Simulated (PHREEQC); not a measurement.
A solution holds 0.018 mol HCl, 0.034 mol ZnSO4 and 0.00089 mol CuCl2 per kg of water, at 25 °C. Closed to the air; pH follows from the charge balance.

All values are PHREEQC results (ion-association model, phreeqc.dat), not measurements.

Each row changes one thing in this solution. No solid was allowed to form.

| case | pH | ionic strength (mol/kgw) | Zn+2 (mol/kgw) | SO4-2 (mol/kgw) | ZnSO4 (mol/kgw) | HSO4- (mol/kgw) | SI of Zn(OH)2(e) (Zn(OH)2) |
|---|---|---|---|---|---|---|---|
| as made | 2.02 | 0.0951 | 0.0219 | 0.0143 | 0.0104 | 0.00645 | -9.54 |
| ZnSO4 from 0.034 to 0.0068 mol/kgw | 1.87 | 0.0379 | 0.00560 | ___ | 0.00102 | 0.00245 | -10.31 |
| HCl replaced by FeCl2 at the same molality | 5.42 | 0.126 | 0.0220 | ___ | 0.00990 | 2.72e-6 | -2.78 |
| ZnSO4 from 0.034 to 0.017 mol/kgw | 1.94 | 0.0606 | ___ | 0.00759 | ___ | 0.00453 | -9.88 |
| CuCl2 left out | 2.02 | 0.0928 | 0.0218 | ___ | 0.0106 | 0.00649 | -9.54 |

What belongs in the gaps?


- ZnSO4 from 0.034 to 0.0068 mol/kgw, SO4-2 (mol/kgw): 0.00315
- HCl replaced by FeCl2 at the same molality, SO4-2 (mol/kgw): 0.0164
- ZnSO4 from 0.034 to 0.017 mol/kgw, Zn+2 (mol/kgw): 0.0123
- ZnSO4 from 0.034 to 0.017 mol/kgw, ZnSO4 (mol/kgw): 0.00414
- CuCl2 left out, SO4-2 (mol/kgw): 0.0144
